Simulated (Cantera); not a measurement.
A perfectly stirred reactor is fed with NO : N2 = 1 : 2.7 (molar parts), at 35000 Pa; it is held at 2200 K, and followed from long to short residence time.

Cantera simulation using GRI-Mech 3.0 (53 species, 325 reactions); the numbers are that mechanism's predictions, not measurements.

### Question
What does this change do: 0.013 parts H2O added?

### Answer
```csv
quantity,before,after
x(NO) at τ = 0.460 s,0.108,0.104
x(NO2) at τ = 0.460 s,5.06e-5,4.89e-5
x(O) at τ = 0.460 s,0.00133,0.00132
x(N2O) at τ = 0.460 s,5.30e-6,4.41e-6
x(O2) at τ = 0.460 s,0.0803,0.0814
x(NO) at τ = 7.00 ms,0.267,0.265
x(NO2) at τ = 7.00 ms,3.18e-5,1.94e-5
x(O) at τ = 7.00 ms,0.000371,0.000215
x(N2O) at τ = 7.00 ms,3.43e-5,2.49e-5
x(O2) at τ = 7.00 ms,0.00140,0.00177
```

### Question
What does this change do: temperature 2200 to 2075 K?

### Answer
```csv
quantity,before,after
x(NO) at τ = 0.460 s,0.108,0.194
x(NO2) at τ = 0.460 s,5.06e-5,7.65e-5
x(O) at τ = 0.460 s,0.00133,0.000408
x(N2O) at τ = 0.460 s,5.30e-6,1.68e-5
x(O2) at τ = 0.460 s,0.0803,0.0376
x(NO) at τ = 7.00 ms,0.267,0.269
x(NO2) at τ = 7.00 ms,3.18e-5,3.25e-5
x(O) at τ = 7.00 ms,0.000371,0.000137
x(N2O) at τ = 7.00 ms,3.43e-5,3.15e-5
x(O2) at τ = 7.00 ms,0.00140,0.000435
```
